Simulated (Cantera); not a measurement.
What does this Cantera script print?

```python
import numpy as np
import cantera as ct

gas_names = """
    Ba BaF BaF2 BaOH BaO2H2 F FO FO2 F2 F2O H HF HOF HO2 H2 H2F2 H2O H2O2 H3F3 H4F4 H5F5 H6F6 H7F7 O OH
    O2 O3
""".split()
cond_names = """
    Ba(cr) Ba(L) BaF2(a) BaF2(b,c) BaF2(L) BaO(s) BaO(L) BaO2H2(s) BaO2H2(L) H2O(s) H2O(L)
""".split()


def load(file, names, dense=False):
    # The tables refer to 1 bar. Condensed volumes are neglected.
    table = {s.name: s for s in ct.Species.list_from_file(file)}
    out = []
    for n in names:
        d = dict(table[n].input_data)
        d["thermo"] = dict(d["thermo"], **{"reference-pressure": 1e5})
        if dense:
            d["equation-of-state"] = {"model": "constant-volume", "density": "1e6 g/cm^3"}
        out.append(ct.Species.from_dict(d))
    return out


gas = ct.Solution(thermo="ideal-gas", species=load("nasa_gas.yaml", gas_names))
cond = {s.name: ct.Solution(thermo="fixed-stoichiometry", species=[s], name=s.name)
        for s in load("nasa_condensed.yaml", cond_names, dense=True)}
atoms = {
    'BaF2': {'Ba': 1, 'F': 2},
    'H2O': {'H': 2, 'O': 1},
    'H2': {'H': 2},
}
top_T = {}  # K; cautious upper limits of use, not melting points


def equilibrate(T, P, feed):
    n = {}
    for name, mol in feed.items():
        for a, k in atoms[name].items():
            n[a] = n.get(a, 0.0) + k * mol
    gas.TPX = T, P, n
    mass = sum(n.values()) * gas.mean_molecular_weight
    gas.equilibrate("TP")
    valid = [c for c in cond.values() if c.min_temp <= T <= top_T.get(c.name, c.max_temp)]
    mix = ct.Mixture([(gas, mass / gas.mean_molecular_weight)] + [(c, 0.0) for c in valid])
    mix.T, mix.P = T, P
    mix.equilibrate("TP", solver="vcs", rtol=1e-11, max_steps=5000)
    return mix


results = []
feed = {'BaF2': 1, 'H2O': 1.7, 'H2': 0.81}  # mol
T = 1250  # K
P = 0.12  # Pa
mix = equilibrate(T, P, feed)
results.append((T, P, feed, dict(zip(mix.species_names, mix.species_moles))))
x = sorted(zip(gas.X, gas.species_names), reverse=True)
print(f"T = {T:g} K  P = {P:g} Pa  gas = {mix.phase_moles(0):.4g} mol")
print("   x: " + "  ".join(f"{s} {v:.3e}" for v, s in x if v > 1e-06))
print("   condensed (mol): " + ("  ".join(f"{mix.phase(i).name} {mix.phase_moles(i):.4g}"
      for i in range(1, mix.n_phases) if mix.phase_moles(i) > 1e-12) or "none"))
```

Output:

```
T = 1250 K  P = 0.12 Pa  gas = 2.811 mol
   x: H2O 5.738e-01  H2 2.878e-01  BaF2 7.538e-02  HF 6.227e-02  BaF 4.395e-04  H 2.367e-04  BaO2H2 4.725e-05  BaOH 5.310e-06  OH 4.868e-06
   condensed (mol): BaF2(a) 0.7  BaO(s) 0.08675
```

Cantera equilibrium calculation (NASA polynomials, part measured and part estimated; ideal gas, pure solids and liquids). Mutual solubility and eutectic melting of coexisting phases are not modelled.
